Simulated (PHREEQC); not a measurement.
Dissolve 0.0012 mol/kgw ZnSO4, 0.07 mol/kgw H3BO3 and 0.00015 mol/kgw FeSO4 at 80 °C. Closed to the air; pH follows from the charge balance.

All values are PHREEQC results (ion-association model, wateq4f.dat), not measurements.

```
quantity                   before     after
------------------------  -------  --------
pH                           5.01      2.75
ionic strength (mol/kgw)  0.00448   0.00312
SO4-2 (mol/kgw)           0.00112  0.000835
H2BO3- (mol/kgw)          1.06e-5   5.62e-8
HSO4- (mol/kgw)           3.38e-6  0.000489
```

Q: What was changed between the two runs?
A) FeSO4 left out
B) H3BO3 from 0.07 to 0.35 mol/kgw
C) diluted 10-fold with water
D) ZnSO4 replaced by H2SO4 at the same molality
E) diluted 2-fold with water

A: D, ZnSO4 replaced by H2SO4 at the same molality

Precipitation was switched off in this run. Constants without temperature data keep their 25 °C values here.
